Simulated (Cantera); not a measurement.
Input (Python, Cantera) and output of one run.

```python
import numpy as np
import cantera as ct

gas_names = """
    H HNO HNO2 HNO3 HO2 H2 H2O H2O2 N NH NH2 NH3 NH2OH NO NO2 NO3 N2 N2H2 N2H4 N2O O OH O2 O3 Si SiH
    SiH2 SiH3 SiH4 SiN SiO SiO2 Si2 Si2N Si3
""".split()
cond_names = """
    H2O(s) H2O(L) Si(cr) Si(L) SiO2(Lqz) SiO2(hqz) SiO2(L) Si2N2O(s) Si3N4(a)
""".split()


def load(file, names, dense=False):
    # The tables refer to 1 bar. Condensed volumes are neglected.
    table = {s.name: s for s in ct.Species.list_from_file(file)}
    out = []
    for n in names:
        d = dict(table[n].input_data)
        d["thermo"] = dict(d["thermo"], **{"reference-pressure": 1e5})
        if dense:
            d["equation-of-state"] = {"model": "constant-volume", "density": "1e6 g/cm^3"}
        out.append(ct.Species.from_dict(d))
    return out


gas = ct.Solution(thermo="ideal-gas", species=load("nasa_gas.yaml", gas_names))
cond = {s.name: ct.Solution(thermo="fixed-stoichiometry", species=[s], name=s.name)
        for s in load("nasa_condensed.yaml", cond_names, dense=True)}
atoms = {
    'SiH4': {'Si': 1, 'H': 4},
    'N2O': {'N': 2, 'O': 1},
}
top_T = {'Si2N2O(s)': 2100, 'Si3N4(a)': 2400}  # K; cautious upper limits of use, not melting points


def equilibrate(T, P, feed):
    n = {}
    for name, mol in feed.items():
        for a, k in atoms[name].items():
            n[a] = n.get(a, 0.0) + k * mol
    gas.TPX = T, P, n
    mass = sum(n.values()) * gas.mean_molecular_weight
    gas.equilibrate("TP")
    valid = [c for c in cond.values() if c.min_temp <= T <= top_T.get(c.name, c.max_temp)]
    mix = ct.Mixture([(gas, mass / gas.mean_molecular_weight)] + [(c, 0.0) for c in valid])
    mix.T, mix.P = T, P
    mix.equilibrate("TP", solver="vcs", rtol=1e-11, max_steps=5000)
    return mix


results = []
feed = {'SiH4': 1, 'N2O': 0.79}  # mol
T = 2123  # K
P = 1333.22  # Pa
mix = equilibrate(T, P, feed)
results.append((T, P, feed, dict(zip(mix.species_names, mix.species_moles))))
x = sorted(zip(gas.X, gas.species_names), reverse=True)
print(f"T = {T:g} K  P = {P:g} Pa  gas = {mix.phase_moles(0):.4g} mol")
print("   x: " + "  ".join(f"{s} {v:.3e}" for v, s in x if v > 0.0001))
print("   condensed (mol): " + ("  ".join(f"{mix.phase(i).name} {mix.phase_moles(i):.4g}"
      for i in range(1, mix.n_phases) if mix.phase_moles(i) > 1e-12) or "none"))
```

It prints:

```
T = 2123 K  P = 1333.22 Pa  gas = 3.671 mol
   x: H2 5.331e-01  SiO 2.152e-01  N2 2.151e-01  H 2.269e-02  Si 1.275e-02  SiH 5.556e-04  Si2 1.745e-04  Si2N 1.587e-04  SiN 1.349e-04  SiH2 1.093e-04
   condensed (mol): Si(L) 0.1574
```

Cantera equilibrium calculation (NASA polynomials, part measured and part estimated; ideal gas, pure solids and liquids). The tables' values for SiN are old estimates; treat these amounts as uncertain. Gases not in the tables: Si2H6 and higher silanes.
